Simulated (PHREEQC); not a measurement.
Solution (25 °C): 0.01 mol/kgw NH4HF2, 0.074 mol/kgw (NH4)2SiF6 and 0.00067 mol/kgw HCl. It is in equilibrium with CO2 at log p = 0 (atm). Otherwise closed; pH follows from the charge balance.

Equilibrium calculation in PHREEQC: ion-association model, wateq4f.dat.

Problem. The ionic strength comes out as 0.233 mol/kgw. What activity coefficients do Cl-, NH4+, HF2-, SiF6-2, F- get?

Solution. Cl- 0.70, NH4+ 0.74, HF2- 0.70, SiF6-2 0.28, F- 0.70.

No solid was allowed to form. Complexes and solids missing from the database can't appear. Carbamate, which ammonia and carbonate form, is missing from the database. SiF6-2 is the database's only silicon fluoride.
